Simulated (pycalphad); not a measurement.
An equivalent pycalphad script:

```python
from pycalphad import Database, equilibrium, calculate, variables as v
import numpy as np
db = Database('COST507.tdb')
comps = ['AL', 'SN', 'SI', 'VA']
phases = ['BCT_A5', 'DIAMOND_A4', 'FCC_A1', 'LIQUID']
eq = equilibrium(db, comps, phases, {v.X('SN'): 0.0022, v.X('SI'): 0.0023, v.T: np.arange(1850, 499, -40), v.P: 101325, v.N: 1}, output=['HM', 'SM'])
```

All values are pycalphad results on the COST 507 light-alloy database (1999) (1 atm), not direct measurements. The database dates from 1999; later assessments differ in places, in temperatures and in the compounds included. The system is extrapolated from its subsystems; higher-order compounds may be missing. Amounts are mole fractions of atoms.

Results at three of the temperatures:

```
T = 1250.00 K, P = 101325 Pa, N = 1 mol of atoms
G = -62336 J/mol, H = 38980 J/mol, S = 81.05 J/(mol K)  (SER reference)
chemical potentials (J/mol): Al -62047, Sn -148252, Si -105418
phase             fraction      x(Al)      x(Sn)      x(Si)
LIQUID              1.0000     0.9955     0.0022     0.0023
```

```
T = 890.00 K, P = 101325 Pa, N = 1 mol of atoms
G = -35393 J/mol, H = 17004 J/mol, S = 58.87 J/(mol K)  (SER reference)
chemical potentials (J/mol): Al -35302, Sn -69245, Si -42237
phase             fraction      x(Al)      x(Sn)      x(Si)
FCC_A1              0.9870     0.9965     0.0015     0.0021
LIQUID              0.0130     0.9228     0.0589     0.0182
```

```
T = 570.00 K, P = 101325 Pa, N = 1 mol of atoms
G = -18636 J/mol, H = 7159 J/mol, S = 45.25 J/(mol K)  (SER reference)
chemical potentials (J/mol): Al -18618, Sn -33033, Si -12833
phase             fraction      x(Al)      x(Sn)      x(Si)
FCC_A1              0.9961     0.9993   0.000134   0.000541
LIQUID              0.0022     0.0433     0.9567   4.99e-06
DIAMOND_A4          0.0018   3.46e-10   2.58e-07     1.0000
```

Changes of the phase set, refined by bisection:

| T (°C) | phases above | phases below |
|---|---|---|
| 657.5 | LIQUID | FCC_A1 + LIQUID |
| 392.4 | FCC_A1 + LIQUID | DIAMOND_A4 + FCC_A1 + LIQUID |

FCC_A1 is fcc; DIAMOND_A4 is diamond (Si).
